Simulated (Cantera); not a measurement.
Feed: 1 mol c-C4F8, 0.89 mol HCl, 1.6 mol H2, 0.076 mol CH4, at 1623 K and 5.00 Pa.

Equilibrium computed with Cantera from the NASA thermochemical tables; the gas is ideal and each condensed phase is pure. Candidate condensed phases: C, C6H6, C7H8, C8H18; 118 gas species. The feed counts by its element totals alone. Gases not in the tables: C2F6 and larger saturated fluorocarbons. Kinetics and transport are ignored.

Base state: HF 0.699, Cl 0.141, CF4 0.134, F 0.0137, CF2 0.0120, HCl 0.000567, CF3 0.000327, Cl2 6.28e-5 (mole fractions); condensed: C(graphite).

Task: What changes in the equilibrium state with this change: temperature from 1623 K to 1823.15 K?

Result: 
| species | before | after |
|---|---|---|
| HF | 0.699 | 0.608 |
| F | 0.0137 | 0.143 |
| Cl | 0.141 | 0.123 |
| CF4 | 0.134 | 0.0523 |
| CF2 | 0.0120 | 0.0720 |
| CF | 6.28e-6 | 0.000253 |
| Cl2 | 6.28e-5 | 6.12e-6 |
| CClF3 | 2.02e-5 | 3.00e-6 |
| HCl | 0.000567 | 0.000128 |
| C(graphite), mol | 3.16 | 3.17 |

Task: What changes in the equilibrium state with this change: HCl from 0.89 to 0.078 mol?

Result: 
| species | before | after |
|---|---|---|
| HF | 0.699 | 0.737 |
| CF4 | 0.134 | 0.215 |
| Cl | 0.141 | 0.0160 |
| CF2 | 0.0120 | 0.0153 |
| F | 0.0137 | 0.0155 |
| Cl2 | 6.28e-5 | 8.09e-7 |
| HCl | 0.000567 | 6.03e-5 |
| ClF | 1.25e-5 | 1.60e-6 |
| C(graphite), mol | 3.16 | 2.95 |

Task: What changes in the equilibrium state with this change: temperature from 1623 K to 2075 K?

Result: 
| species | before | after |
|---|---|---|
| HF | 0.699 | 0.507 |
| F | 0.0137 | 0.361 |
| Cl | 0.141 | 0.103 |
| CF4 | 0.134 | 8.31e-5 |
| CF2 | 0.0120 | 0.0261 |
| CClF3 | 2.02e-5 | 6.94e-9 |
| CF | 6.28e-6 | 0.00239 |
| C(graphite), mol | 3.16 | 3.83 |
